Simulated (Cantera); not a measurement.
CuO + CH₄ + N₂ (carbothermic reduction)

A closed system holds: 1 mol CuO, 0.81 mol CH₄, 0.11 mol N₂, held at 101000 Pa.

Equilibrium computed with Cantera from the NASA thermochemical tables; the gas is ideal and each condensed phase is pure. Candidate condensed phases: C, C₆H₆, C₇H₈, C₈H₁₈, Cu, CuO, Cu(OH)₂, Cu₂O, H₂O; 139 gas species. Kinetics and transport are ignored.

| T (°C) | x H₂ | x CO | x Cu | x H₂O | x N₂ | x H | x CO₂ | n Cu(l) |
|---|---|---|---|---|---|---|---|---|
| 1127 | 0.578 | 0.304 | 1.33e-6 | 0.0602 | 0.0433 | 3.67e-6 | 0.0146 | 1.000 |
| 1227 | 0.576 | 0.306 | 8.12e-6 | 0.0621 | 0.0433 | 1.33e-5 | 0.0128 | 1.000 |
| 1327 | 0.574 | 0.308 | 3.92e-5 | 0.0635 | 0.0433 | 4.09e-5 | 0.0113 | 1.000 |
| 1427 | 0.573 | 0.309 | 0.000157 | 0.0646 | 0.0433 | 0.000111 | 0.0102 | 1.000 |
| 1527 | 0.572 | 0.309 | 0.000534 | 0.0655 | 0.0433 | 0.000269 | 0.00928 | 0.999 |
| 1627 | 0.570 | 0.310 | 0.00159 | 0.0661 | 0.0432 | 0.000595 | 0.00853 | 0.996 |
| 1727 | 0.568 | 0.309 | 0.00425 | 0.0665 | 0.0431 | 0.00122 | 0.00791 | 0.989 |
| 1827 | 0.563 | 0.308 | 0.0103 | 0.0665 | 0.0428 | 0.00232 | 0.00737 | 0.973 |
| 1927 | 0.554 | 0.304 | 0.0229 | 0.0660 | 0.0422 | 0.00416 | 0.00686 | 0.939 |
| 2027 | 0.537 | 0.296 | 0.0474 | 0.0645 | 0.0411 | 0.00704 | 0.00634 | 0.870 |
| 2127 | 0.507 | 0.282 | 0.0923 | 0.0614 | 0.0390 | 0.0113 | 0.00576 | 0.733 |
| 2227 | 0.458 | 0.256 | 0.170 | 0.0558 | 0.0355 | 0.0169 | 0.00503 | 0.457 |
x: gas mole fraction; n: condensed amount in mol.

From 1127 °C to 2227 °C the condensed part is Cu(l). The main Cu-bearing gas is Cu throughout.
